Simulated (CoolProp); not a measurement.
Saturation properties of n-perfluorohexane (Tc = 448.0 K, pc = 17.42 bar, ω = 0.497).

Computed with CoolProp (reference Helmholtz-energy equation of state, Gao 2022).

| T (K) | p (bar) | liquid density (kg/m³) | vapour density (kg/m³) |
|---|---|---|---|
| 316.9 | 0.6290 | 1620 | 8.440 |
| 322.2 | 0.7643 | 1604 | 10.16 |
| 327.5 | 0.9215 | 1587 | 12.15 |
| 332.8 | 1.103 | 1570 | 14.43 |
| 338 | 1.307 | 1553 | 17.00 |
| 343.3 | 1.543 | 1536 | 19.98 |
| 348.6 | 1.812 | 1518 | 23.37 |
| 353.8 | 2.109 | 1499 | 27.14 |
| 359.1 | 2.448 | 1480 | 31.48 |
| 364.4 | 2.828 | 1460 | 36.39 |
| 369.7 | 3.251 | 1440 | 41.94 |
| 374.9 | 3.711 | 1419 | 48.08 |
| 380.2 | 4.229 | 1397 | 55.14 |
| 385.5 | 4.801 | 1373 | 63.13 |

It boils at 330.3 K under 1 atm.
